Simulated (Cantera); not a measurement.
An isothermal, constant-pressure homogeneous reactor starts with 24.8 % H₂, 75.2 % O₂, at 1175 K and 0.0267 bar.

Computed with Cantera and the H2/O2 subset of GRI-Mech 3.0, which has no nitrogen chemistry. Radical loss at walls, strong at low pressure, is not modelled. The temperature is held fixed by assumption; the heat of reaction is taken as removed at once.

x: mole fraction; the columns are a selection and need not sum to one.

```json
[
 {"t (s)": "0.000600", "x H₂": "0.168", "x O₂": "0.710", "x O": "0.0184", "x H₂O": "0.0571", "x HO₂": "1.19e-5", "x H₂O₂": "6.28e-7"},
 {"t (s)": "0.00258", "x H₂": "0.00801", "x O₂": "0.674", "x O": "0.0364", "x H₂O": "0.241", "x HO₂": "2.29e-5", "x H₂O₂": "9.91e-7"},
 {"t (s)": "0.0111", "x H₂": "0.000617", "x O₂": "0.714", "x O": "0.00256", "x H₂O": "0.281", "x HO₂": "1.26e-5", "x H₂O₂": "8.48e-7"},
 {"t (s)": "0.0476", "x H₂": "2.69e-5", "x O₂": "0.716", "x O": "0.000117", "x H₂O": "0.283", "x HO₂": "1.52e-6", "x H₂O₂": "2.14e-7"},
 {"t (s)": "0.205", "x H₂": "2.52e-6", "x O₂": "0.717", "x O": "1.18e-5", "x H₂O": "0.283", "x HO₂": "1.92e-7", "x H₂O₂": "5.01e-8"},
 {"t (s)": "0.880", "x H₂": "…", "x O₂": "0.717", "x O": "…", "x H₂O": "0.283", "x HO₂": "…", "x H₂O₂": "…"},
 {"t (s)": "3.78", "x H₂": "…", "x O₂": "0.717", "x O": "…", "x H₂O": "0.283", "x HO₂": "…", "x H₂O₂": "…"},
 {"t (s)": "16.2", "x H₂": "2.07e-8", "x O₂": "0.717", "x O": "1.03e-7", "x H₂O": "0.283", "x HO₂": "1.57e-8", "x H₂O₂": "9.61e-10"},
 {"t (s)": "69.8", "x H₂": "1.54e-8", "x O₂": "0.717", "x O": "7.62e-8", "x H₂O": "0.283", "x HO₂": "1.72e-8", "x H₂O₂": "7.47e-10"},
 {"t (s)": "300", "x H₂": "1.54e-8", "x O₂": "0.717", "x O": "7.62e-8", "x H₂O": "0.283", "x HO₂": "1.72e-8", "x H₂O₂": "7.46e-10"}
]
```

Q: Fill in the missing entries.

A: 
- 0.880, x H₂: 3.83e-7
- 0.880, x O: 1.87e-6
- 0.880, x HO₂: 3.62e-8
- 0.880, x H₂O₂: 1.22e-8
- 3.78, x H₂: 7.46e-8
- 3.78, x O: 3.72e-7
- 3.78, x HO₂: 1.42e-8
- 3.78, x H₂O₂: 3.01e-9
